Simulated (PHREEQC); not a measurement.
# Acid rinse or clean

Solution (13 °C): 0.28 mol HF, 4.6e-05 mol NaCl and 0.069 mol CuCl2 per kg of water. Closed to the air; pH follows from the charge balance.

Model: ion-association model, wateq4f.dat, run in PHREEQC.

This is a speciation only: nothing precipitates in the calculation.

### Question
What pH, ionic strength, activity of water does the model give?

### Answer
pH 1.83; ionic strength 0.211 mol/kgw; activity of water 0.993.

### Question
In which forms is Cl present?

### Answer
Cl- 97 %, CuCl+ 2.8 % of the Cl.

Complexes and solids missing from the database can't appear. wateq4f.dat counts part of the HF as a dimer, H2F2, which phreeqc.dat doesn't know; its constant is uncertain. At this temperature some constants are extrapolated from 25 °C, and those without enthalpy data are left unchanged.
